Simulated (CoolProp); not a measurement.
n-nonane at several states: density (kg/m³) from the reference equation and from simpler models built on Tc = 321.4 °C, pc = 22.82 bar, ω = 0.443; each cubic takes its own stable root.

Model: reference Helmholtz-energy equation of state, Lemmon 2006, in CoolProp. It is a short technical equation, of lower accuracy than the large ones.

| T (°C) | p (bar) | phase | reference | Redlich-Kwong | Soave-Redlich-Kwong | Peng-Robinson |
|---|---|---|---|---|---|---|
| 227.85 | 9.5 | liquid | 530.4 | 403.2 | 440.3 | 499.3 |
| 42.35 | 1.79 | liquid | 700.4 | 565.4 | 591.3 | 664.8 |
| 252.55 | 41.5 | liquid | 516.9 | 413.4 | 435.6 | 491.1 |
| 273.55 | 11 | gas | 45.08 | 41.79 | 43.27 | 44.43 |
